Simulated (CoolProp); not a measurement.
Carbonyl sulfide along the isobar 2.27 MPa: density (kg/m³) from the reference equation and from simpler models built on Tc = 378.8 K, pc = 6.369 MPa, ω = 0.098; each cubic takes its own stable root.

Computed with CoolProp (reference Helmholtz-energy equation of state, Lemmon 2006). It is a short technical equation, of lower accuracy than the large ones.

```json
[
 {"T (K)": "143.4", "phase": "liquid", "reference": "1336", "Redlich-Kwong": "1264", "Soave-Redlich-Kwong": "1256"},
 {"T (K)": "164", "phase": "liquid", "reference": "1296", "Redlich-Kwong": "1231", "Soave-Redlich-Kwong": "1226"},
 {"T (K)": "184.6", "phase": "liquid", "reference": "1256", "Redlich-Kwong": "1194", "Soave-Redlich-Kwong": "1192"},
 {"T (K)": "205.2", "phase": "liquid", "reference": "1214", "Redlich-Kwong": "1154", "Soave-Redlich-Kwong": "1155"},
 {"T (K)": "225.8", "phase": "liquid", "reference": "1172", "Redlich-Kwong": "1110", "Soave-Redlich-Kwong": "1114"},
 {"T (K)": "246.4", "phase": "liquid", "reference": "1127", "Redlich-Kwong": "1061", "Soave-Redlich-Kwong": "1068"},
 {"T (K)": "267", "phase": "liquid", "reference": "1078", "Redlich-Kwong": "1007", "Soave-Redlich-Kwong": "1016"},
 {"T (K)": "287.6", "phase": "liquid", "reference": "1025", "Redlich-Kwong": "944.2", "Soave-Redlich-Kwong": "955.5"},
 {"T (K)": "308.3", "phase": "liquid", "reference": "962.9", "Redlich-Kwong": "869.7", "Soave-Redlich-Kwong": "883.2"},
 {"T (K)": "328.9", "phase": "gas", "reference": "64.66", "Redlich-Kwong": "63.73", "Soave-Redlich-Kwong": "64.14"},
 {"T (K)": "349.5", "phase": "gas", "reference": "57.11", "Redlich-Kwong": "56.86", "Soave-Redlich-Kwong": "57.03"},
 {"T (K)": "370.1", "phase": "gas", "reference": "51.75", "Redlich-Kwong": "51.74", "Soave-Redlich-Kwong": "51.78"},
 {"T (K)": "390.7", "phase": "gas", "reference": "47.61", "Redlich-Kwong": "47.69", "Soave-Redlich-Kwong": "47.65"},
 {"T (K)": "411.3", "phase": "gas", "reference": "44.24", "Redlich-Kwong": "44.36", "Soave-Redlich-Kwong": "44.27"},
 {"T (K)": "431.9", "phase": "gas", "reference": "41.42", "Redlich-Kwong": "41.55", "Soave-Redlich-Kwong": "41.43"},
 {"T (K)": "452.5", "phase": "gas", "reference": "39.00", "Redlich-Kwong": "39.14", "Soave-Redlich-Kwong": "38.99"}
]
```
